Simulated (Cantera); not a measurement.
Input (Python, Cantera) and output of one run.

```python
import numpy as np
import cantera as ct

gas_names = [...]  # 103 gases of nasa_gas.yaml made of C, Cl, H
cond_names = """
    C(gr) C6H6(L) C7H8(L) C8H18(L),n-octa
""".split()


# ... load() reads the species with a 1 bar reference pressure and builds the phases ...
atoms = {
    'CH3Cl': {'C': 1, 'H': 3, 'CL': 1},
    'H2': {'H': 2},
    'HCl': {'H': 1, 'CL': 1},
}
top_T = {'C(gr)': 4500}  # K; cautious upper limits of use, not melting points


# ... equilibrate(T, P, feed) seeds the gas with the atoms and calls Mixture.equilibrate('TP', solver="vcs", rtol=1e-11, max_steps=5000) ...
results = []
feed = {'CH3Cl': 1, 'H2': 2.9, 'HCl': 0.16}  # mol
P = 430  # Pa
for T in [2500, 2750, 3000, 3250, 3500, 3750, 4000, 4250, 4500, 4750, 5000]:
    mix = equilibrate(T, P, feed)
    results.append((T, P, feed, dict(zip(mix.species_names, mix.species_moles))))

top = {s: max(r[3][s] / sum(r[3][g] for g in gas_names) for r in results) for s in gas_names}
cols = sorted((s for s in top if top[s] > 1e-05), key=lambda s: -top[s])[:6]
seen = [c for c in cond_names if any(r[3].get(c, 0) > 1e-12 for r in results)]
print("log10 of partial pressures in bar; condensed amounts in mol")
print(f"{'T/K':>10s}" + "".join(f"{s[:9]:>10s}" for s in cols + seen))
for T, P, feed, n in results:
    ng = sum(n[g] for g in gas_names)
    print(f"{T:10.4g}" + "".join(f"{np.log10(max(n[s] / ng * P / 1e5, 1e-99)):10.3f}" for s in cols)
          + "".join(f"{n.get(c, 0):10.4g}" for c in seen))
```

Result:

```
log10 of partial pressures in bar; condensed amounts in mol
       T/K         H        H2       HCL        CL         C        C3     C(gr)
      2500    -2.923    -2.647    -3.223    -3.650    -6.779    -6.304    0.9252
      2750    -2.625    -2.921    -3.552    -3.416    -5.423    -4.773    0.7492
      3000    -2.498    -3.394    -4.077    -3.349    -4.448    -3.964         0
      3250    -2.460    -3.933    -4.637    -3.337    -3.909    -4.140         0
      3500    -2.458    -4.459    -5.165    -3.343    -3.567    -4.652         0
      3750    -2.460    -4.923    -5.627    -3.347    -3.446    -5.625         0
      4000    -2.461    -5.326    -6.027    -3.348    -3.421    -6.720         0
      4250    -2.461    -5.682    -6.380    -3.348    -3.415    -7.735         0
      4500    -2.460    -5.999    -6.695    -3.348    -3.414    -8.648         0
      4750    -2.460    -6.282    -6.976    -3.348    -3.414    -9.468         0
      5000    -2.460    -6.538    -7.231    -3.348    -3.414   -10.208         0
```

Method: chemical equilibrium by Gibbs-energy minimisation in Cantera with the NASA 1993 tables (ideal gas, pure condensed phases).
